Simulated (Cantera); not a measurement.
A closed system holds: 1 mol Al, 1.7 mol HCl, 20 mol H₂, equilibrated at 925 K and 13.0 Pa.

Method: chemical equilibrium by Gibbs-energy minimisation in Cantera with the NASA 1993 tables (ideal gas, pure condensed phases). Candidate condensed phases: Al, AlCl₃; 12 gas species. The tables' values for AlCl₂ are old estimates; treat these amounts as uncertain. Equilibrium is a limit: real reactors are often held back by kinetics, nucleation or transport.

Base state: H₂ 0.954, AlCl 0.0292, AlCl₃ 0.0153, AlCl₂ 0.00127, HCl 8.12e-5 (mole fractions); condensed: gas only.

**Question.** What changes in the equilibrium state with this change: temperature from 925 K to 1150 K?

**Answer.** 
```
species   before    after
-------  -------  -------
H₂         0.954    0.949
AlCl      0.0292   0.0308
AlCl₃     0.0153   0.0119
HCl      8.12e-5  0.00523
AlCl₂    0.00127  0.00289
```
